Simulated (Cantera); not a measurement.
Equilibrium for hydrogen reduction and annealing atmospheres: CuO + H2 + H2O

Feed: 1 mol CuO, 350 mol H2, 0.097 mol H2O, held at 1880 Torr.

Equilibrium computed with Cantera from the NASA thermochemical tables; the gas is ideal and each condensed phase is pure. Candidate condensed phases: Cu, CuO, Cu(OH)2, Cu2O, H2O; 12 gas species. The numbers say what is thermodynamically allowed, not how fast it happens.

```json
[
 {"T (°C)": "775", "x H2": "0.997", "x H2O": "0.00313", "x H": "4.88e-9", "x Cu": "3.91e-11", "x Cu2": "<1e-12", "n Cu(s)": "1.00", "n Cu(l)": "0"},
 {"T (°C)": "850", "x H2": "0.997", "x H2O": "0.00313", "x H": "2.69e-8", "x Cu": "5.01e-10", "x Cu2": "<1e-12", "n Cu(s)": "1.00", "n Cu(l)": "0"},
 {"T (°C)": "925", "x H2": "0.997", "x H2O": "0.00313", "x H": "1.20e-7", "x Cu": "4.65e-9", "x Cu2": "<1e-12", "n Cu(s)": "1.000", "n Cu(l)": "0"},
 {"T (°C)": "1000", "x H2": "0.997", "x H2O": "0.00313", "x H": "4.50e-7", "x Cu": "3.30e-8", "x Cu2": "2.07e-12", "n Cu(s)": "1.000", "n Cu(l)": "0"},
 {"T (°C)": "1075", "x H2": "0.997", "x H2O": "0.00313", "x H": "1.46e-6", "x Cu": "1.87e-7", "x Cu2": "2.41e-11", "n Cu(s)": "1.000", "n Cu(l)": "0"},
 {"T (°C)": "1150", "x H2": "0.997", "x H2O": "0.00313", "x H": "4.19e-6", "x Cu": "8.37e-7", "x Cu2": "1.94e-10", "n Cu(s)": "0", "n Cu(l)": "1.000"},
 {"T (°C)": "1225", "x H2": "0.997", "x H2O": "0.00313", "x H": "1.09e-5", "x Cu": "3.18e-6", "x Cu2": "1.23e-9", "n Cu(s)": "0", "n Cu(l)": "0.999"}
]
```
x: gas mole fraction; n: condensed amount in mol.

From 775 °C to 1075 °C the condensed part is Cu(s). From 1150 °C to 1225 °C the condensed part is Cu(l).
